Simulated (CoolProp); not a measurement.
Vapour-liquid equilibrium of cyclohexane (1) + n-dodecane (2) at 118.35 °C; x and y are mole fractions of (1).

Model: multi-fluid Helmholtz-energy mixture model, Zhou 2014 and Lemmon 2004; pair parameters Bell 2016, in CoolProp.

Task: Give the bubble pressure and the first vapour's composition at x = 0.25, 0.55, 0.95. Is there an azeotrope?

Result: x = 0.25: 0.06105 MPa, y = 0.941; x = 0.55: 0.1420 MPa, y = 0.984; x = 0.95: 0.2622 MPa, y = 0.999. No azeotrope shows between x = 0.05 and 0.95.

The pair parameters rest on a limited set of measurements; away from them the model extrapolates.
